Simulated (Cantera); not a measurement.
A closed system holds: 1 mol Pb, 0.057 mol H₂, 30 mol N₂, 0.0012 mol Cl₂, at 100000 Pa.

Cantera equilibrium calculation (NASA polynomials, part measured and part estimated; ideal gas, pure solids and liquids). Candidate condensed phases: NH₄Cl, Pb, PbCl₂; 17 gas species. Rates play no part.

x: gas mole fraction; n: condensed amount in mol.

| T (K) | x N₂ | x Pb | x H₂ | x HCl | x PbCl | n Pb(s) | n PbCl₂(s) | n Pb(l) |
|---|---|---|---|---|---|---|---|---|
| 598 | 0.998 | 4.53e-12 | 0.00188 | 2.38e-5 | (withheld) | 0.999 | 0.000722 | 0 |
| 698 | 0.998 | 1.02e-9 | 0.00186 | 7.35e-5 | (withheld) | 0 | 0 | 1.000 |
| 798 | 0.998 | 5.73e-8 | 0.00186 | 7.62e-5 | (withheld) | 0 | 0 | 1.000 |
| 898 | 0.998 | 1.30e-6 | 0.00186 | 7.35e-5 | (withheld) | 0 | 0 | 1.000 |
| 998 | 0.998 | 1.55e-5 | 0.00186 | 6.59e-5 | (withheld) | 0 | 0 | 0.999 |
| 1098 | 0.998 | 0.000117 | 0.00187 | 5.20e-5 | (withheld) | 0 | 0 | 0.996 |
| 1198 | 0.997 | 0.000624 | 0.00188 | 3.57e-5 | (withheld) | 0 | 0 | 0.980 |
| 1298 | 0.995 | 0.00256 | 0.00188 | 2.24e-5 | (withheld) | 0 | 0 | 0.921 |
| 1398 | 0.990 | 0.00852 | 0.00187 | 1.37e-5 | 6.53e-5 | 0 | 0 | 0.740 |
| 1498 | 0.974 | 0.0241 | 0.00185 | 8.45e-6 | 6.94e-5 | 0 | 0 | 0.255 |
| 1598 | 0.966 | 0.0321 | 0.00183 | 9.54e-6 | 6.77e-5 | 0 | 0 | 0 |

Fill in the missing entries.


- 598, x PbCl: 1.36e-9
- 698, x PbCl: 7.61e-8
- 798, x PbCl: 6.77e-7
- 898, x PbCl: 3.43e-6
- 998, x PbCl: 1.14e-5
- 1098, x PbCl: 2.62e-5
- 1198, x PbCl: 4.33e-5
- 1298, x PbCl: 5.69e-5
